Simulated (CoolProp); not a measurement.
Properties of n-pentane along the isobar 1.01 bar (Tc = 196.5 °C, pc = 33.68 bar, ω = 0.251).

The numbers come from the reference Helmholtz-energy equation of state, Thol 2019 in CoolProp.

```
T (°C)   phase  speed of sound (m/s)  expansivity (1/kK)
------  ------  --------------------  ------------------
-95.55  liquid                  1613               1.226
-83.15  liquid                  1550               1.241
-70.75  liquid                  1486               1.260
-58.35  liquid                  1422               1.285
-45.95  liquid                  1359               1.314
-33.55  liquid                  1296               1.349
-21.15  liquid                  1233               1.390
-8.75   liquid                  1171               1.438
3.65    liquid                  1110               1.494
16.05   liquid                  1049               1.560
28.45   liquid                 988.2               1.636
40.85      gas                 189.8               3.676
53.25      gas                 194.2               3.470
65.65      gas                 198.5               3.291
```
